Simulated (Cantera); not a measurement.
Charge: 1 mol B, 0.45 mol O2, 12 mol H2, 2.3 mol NH3, at 1.33 mbar.

Equilibrium computed with Cantera from the NASA thermochemical tables; the gas is ideal and each condensed phase is pure. Candidate condensed phases: B, BN, B2O3, B3O3H3, H2O; 39 gas species. Rates play no part. All values below are at 1598 K.

Base state: H2 0.899, N2 0.0615, HBO 0.0257, B2O2 0.00426, B2O3 0.00409, HBO2 0.00291, H 0.00138, BO 0.000898 (mole fractions); condensed: BN(s).

### Question
What changes in the equilibrium state with this change: 0.34 mol Cl2 added?

### Answer
| species | before | after |
|---|---|---|
| H2 | 0.899 | 0.862 |
| N2 | 0.0615 | 0.0605 |
| HCl | 0 | 0.0380 |
| BOCl | 0 | 0.00133 |
| HBO | 0.0257 | 0.0247 |
| Cl | 0 | 4.72e-5 |
| BCl | 0 | 2.26e-5 |
| H2O | 9.85e-5 | 9.20e-5 |
| HBO2 | 0.00291 | 0.00273 |
| B2O3 | 0.00409 | 0.00384 |
| BN(s), mol | 0.220 | 0.214 |
The tables' values for BOCl, BCl are old estimates; treat these amounts as uncertain. Further candidate phases: NH4Cl.
